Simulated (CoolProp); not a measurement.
Vapour-liquid equilibrium of CHF3 (R23) (1) + sulfur hexafluoride (2) at 256.5 K; x and y are mole fractions of (1).

Computed with CoolProp (multi-fluid Helmholtz-energy mixture model, Penoncello 2003 and Guder 2009; pair parameters Bell 2016).

```csv
x,"bubble pressure, mixture model (kPa)","bubble pressure, Raoult's law (kPa)","y, mixture model","y, Raoult's law"
0.05,912.6,806.0,?,0.096
0.2,?,923.0,0.413,0.335
0.35,?,1040,0.531,0.521
0.5,1484,1157,?,0.669
0.65,1555,1274,0.706,0.789
0.8,?,1391,?,0.890
0.95,1570,1508,0.942,0.975
```

**Question.** What belongs in the gaps?

**Answer.** 
- 0.05, y, mixture model: 0.171
- 0.2, bubble pressure, mixture model (kPa): 1206
- 0.35, bubble pressure, mixture model (kPa): 1375
- 0.5, y, mixture model: 0.619
- 0.8, bubble pressure, mixture model (kPa): 1588
- 0.8, y, mixture model: 0.807

The largest gap from Raoult's law is +32.2 % in bubble pressure, at x = 0.35. y crosses x between x = 0.8 and 0.95: the model has an azeotrope there.

Pair parameters are fitted to limited data, so mixtures are less certain than the pure fluids.
